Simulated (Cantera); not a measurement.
A freely propagating, adiabatic, planar premixed flame of H2 : O2 : N2 = 1 : 0.278 : 1.04 (molar parts), unburnt at 573 K and 100.0 Torr; mixture-averaged transport, grid criteria slope 0.08 and curve 0.16, no radiation.

Cantera simulation using the H2/O2 subset of GRI-Mech 3.0, which has no nitrogen chemistry; the numbers are that mechanism's predictions, not measurements. Burning velocities carry a grid error of a few per cent, more on coarse grids.

Problem. How do the results move with these cheaper or finer settings: unity-Lewis-number transport; multicomponent transport; multicomponent+Soret transport; grid criteria slope 0.5, curve 1; grid criteria slope 0.25, curve 0.5; grid criteria slope 0.03, curve 0.06?

Solution. 
```json
[
 {"setting": "as above", "laminar burning velocity": "640 cm/s", "thermal thickness": "5.98 mm", "peak x(H2O2)": "7.68e-7", "peak x(HO2)": "4.80e-5", "grid points": "137"},
 {"setting": "unity-Lewis-number transport", "laminar burning velocity": "391 cm/s", "thermal thickness": "4.96 mm", "peak x(H2O2)": "5.53e-7", "peak x(HO2)": "4.35e-5", "grid points": "132"},
 {"setting": "multicomponent transport", "laminar burning velocity": "623 cm/s", "thermal thickness": "5.98 mm", "peak x(H2O2)": "7.82e-7", "peak x(HO2)": "4.80e-5", "grid points": "137"},
 {"setting": "multicomponent+Soret transport", "laminar burning velocity": "603 cm/s", "thermal thickness": "5.90 mm", "peak x(H2O2)": "8.13e-7", "peak x(HO2)": "4.80e-5", "grid points": "137"},
 {"setting": "grid criteria slope 0.5, curve 1", "laminar burning velocity": "813 cm/s", "thermal thickness": "9.44 mm", "peak x(H2O2)": "7.40e-7", "peak x(HO2)": "4.49e-5", "grid points": "45"},
 {"setting": "grid criteria slope 0.25, curve 0.5", "laminar burning velocity": "695 cm/s", "thermal thickness": "7.03 mm", "peak x(H2O2)": "6.94e-7", "peak x(HO2)": "4.76e-5", "grid points": "77"},
 {"setting": "grid criteria slope 0.03, curve 0.06", "laminar burning velocity": "628 cm/s", "thermal thickness": "5.76 mm", "peak x(H2O2)": "7.80e-7", "peak x(HO2)": "4.83e-5", "grid points": "295"}
]
```
Unity Lewis numbers drop preferential diffusion, which matters most where H2 and H carry the flame; Soret adds thermal diffusion.
